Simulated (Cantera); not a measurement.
A Cantera script and what it prints.

```python
import numpy as np
import cantera as ct

gas_names = [...]  # 91 gases of nasa_gas.yaml made of C, Cl, H
cond_names = """
    C(gr) C6H6(L) C7H8(L) C8H18(L),n-octa
""".split()


# ... load() reads the species with a 1 bar reference pressure and builds the phases ...
atoms = {
    'CH3Cl': {'C': 1, 'H': 3, 'CL': 1},
    'H2': {'H': 2},
}
top_T = {'C(gr)': 4500}  # K; cautious upper limits of use, not melting points


# ... equilibrate(T, P, feed) seeds the gas with the atoms and calls Mixture.equilibrate('TP', solver="vcs", rtol=1e-11, max_steps=5000) ...
results = []
feed = {'CH3Cl': 1, 'H2': 0.87}  # mol
P = 15000  # Pa
for T in [1173, 1323, 1473, 1623, 1773, 1923, 2073, 2223, 2373]:
    mix = equilibrate(T, P, feed)
    results.append((T, P, feed, dict(zip(mix.species_names, mix.species_moles))))
    x = sorted(zip(gas.X, gas.species_names), reverse=True)
    print(f"T = {T:g} K  P = {P:g} Pa  gas = {mix.phase_moles(0):.4g} mol")
    print("   x: " + "  ".join(f"{s} {v:.3e}" for v, s in x if v > 0.0001))
    print("   condensed (mol): " + ("  ".join(f"{mix.phase(i).name} {mix.phase_moles(i):.4g}"
          for i in range(1, mix.n_phases) if mix.phase_moles(i) > 1e-12) or "none"))
```

It prints:

```
T = 1173 K  P = 15000 Pa  gas = 2.866 mol
   x: H2 6.499e-01  HCL 3.489e-01  CH4 1.233e-03
   condensed (mol): C(gr) 0.9965
T = 1323 K  P = 15000 Pa  gas = 2.869 mol
   x: H2 6.510e-01  HCL 3.486e-01  CH4 4.321e-04
   condensed (mol): C(gr) 0.9988
T = 1473 K  P = 15000 Pa  gas = 2.87 mol
   x: H2 6.513e-01  HCL 3.485e-01  CH4 1.868e-04
   condensed (mol): C(gr) 0.9994
T = 1623 K  P = 15000 Pa  gas = 2.87 mol
   x: H2 6.513e-01  HCL 3.484e-01  H 1.440e-04
   condensed (mol): C(gr) 0.9996
T = 1773 K  P = 15000 Pa  gas = 2.871 mol
   x: H2 6.510e-01  HCL 3.481e-01  H 5.926e-04  CL 2.435e-04
   condensed (mol): C(gr) 0.9993
T = 1923 K  P = 15000 Pa  gas = 2.874 mol
   x: H2 6.497e-01  HCL 3.472e-01  H 1.961e-03  CL 7.881e-04  C2H2,acetylene 2.933e-04
   condensed (mol): C(gr) 0.9982
T = 2073 K  P = 15000 Pa  gas = 2.881 mol
   x: H2 6.466e-01  HCL 3.450e-01  H 5.460e-03  CL 2.150e-03  C2H2,acetylene 7.925e-04
   condensed (mol): C(gr) 0.9953
T = 2223 K  P = 15000 Pa  gas = 2.896 mol
   x: H2 6.396e-01  HCL 3.401e-01  H 1.323e-02  CL 5.106e-03  C2H2,acetylene 1.856e-03
   condensed (mol): C(gr) 0.9891
T = 2373 K  P = 15000 Pa  gas = 2.928 mol
   x: H2 6.260e-01  HCL 3.308e-01  H 2.853e-02  CL 1.078e-02  C2H2,acetylene 3.851e-03
   condensed (mol): C(gr) 0.9771
```

Cantera equilibrium calculation (NASA polynomials, part measured and part estimated; ideal gas, pure solids and liquids).
